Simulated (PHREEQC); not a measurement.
0.018 g of hydrous ferric oxide (600 m²/g; 0.2 weak and 0.005 strong sites per Fe, Dzombak-Morel constants, diffuse double layer) in 1 kg of water with 0.1 mol/kgw of an inert sodium salt and 2e-07 mol Na2SeO4, at 25 °C; the pH is set by adding NaOH or the inert anion's acid. Oxygen alone is held at its pressure in air (log pO2 = -0.68). The system is closed to CO2. Precipitation was switched off in this run.

The numbers come from PHREEQC with the ion-association model, wateq4f.dat.

```tsv
pH	Se sorbed (%)	surface charge σ (C/m²)	surface potential ψ (mV)
3	85.3	0.360	152
3.67	83.6	0.340	…
4.33	75.7	0.289	141
5	53.2	0.213	126
5.67	20.5	0.141	105
6.33	4.0	0.085	81
7	0.5	0.045	52
7.67	0.0	0.016	21
8.33	0.0	…	-11
9	0.0	-0.034	-42
9.67	0.0	-0.071	…
10.33	0.0	-0.121	…
11	0.0	-0.190	-120
```

Question: Complete the blanks.

Answer: 
- 3.67, surface potential ψ (mV): 149
- 8.33, surface charge σ (C/m²): -0.008
- 9.67, surface potential ψ (mV): -72
- 10.33, surface potential ψ (mV): -97

Species that the database lacks are ignored. The oxide is taken as insoluble; below pH 4 it would dissolve.
